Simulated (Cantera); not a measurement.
Cantera run:

```python
import numpy as np
import cantera as ct

gas_names = """
    AL ALH ALO ALOH ALO2 ALO2H AL2 AL2O AL2O2 H HALO HO2 H2 H2O H2O2 O OH O2 O3
""".split()
cond_names = """
    AL(cr) AL(L) AL2O3(a) AL2O3(L) H2O(s) H2O(L)
""".split()


# ... load() reads the species with a 1 bar reference pressure and builds the phases ...
atoms = {
    'Al2O3': {'AL': 2, 'O': 3},
    'H2': {'H': 2},
    'H2O': {'H': 2, 'O': 1},
}
top_T = {}  # K; cautious upper limits of use, not melting points


# ... equilibrate(T, P, feed) seeds the gas with the atoms and calls Mixture.equilibrate('TP', solver="vcs", rtol=1e-11, max_steps=5000) ...
results = []
feed = {'Al2O3': 1, 'H2': 240, 'H2O': 2.6}  # mol
T = 848.15  # K
P = 101325  # Pa
mix = equilibrate(T, P, feed)
results.append((T, P, feed, dict(zip(mix.species_names, mix.species_moles))))
print(gas.report(threshold=1e-06))
for i in range(1, mix.n_phases):
    print(f"{mix.phase(i).name:16s} {mix.phase_moles(i):12.5e} mol")
```

It prints:

```
       temperature   848.15 K
          pressure   1.0132e+05 Pa
           density   0.03143 kg/m^3
  mean mol. weight   2.1875 kg/kmol
   phase of matter   gas

                          1 kg             1 kmol
                     ---------------   ---------------
          enthalpy        6.2064e+06        1.3576e+07  J
   internal energy        2.9826e+06        6.5244e+06  J
           entropy             74228        1.6237e+05  J/K
    Gibbs function        -5.675e+07       -1.2414e+08  J
 heat capacity c_p             13664             29890  J/K
 heat capacity c_v            9863.4             21576  J/K

                      mass frac. Y      mole frac. X     chem. pot. / RT
                     ---------------   ---------------   ---------------
                H2           0.91174           0.98928            -17.11
               H2O          0.088262          0.010717           -63.189
     [  +17 minor]        8.7143e-12        1.8909e-11

AL(cr)            0.00000e+00 mol
AL2O3(a)          1.00000e+00 mol
```

Equilibrium computed with Cantera from the NASA thermochemical tables; the gas is ideal and each condensed phase is pure.
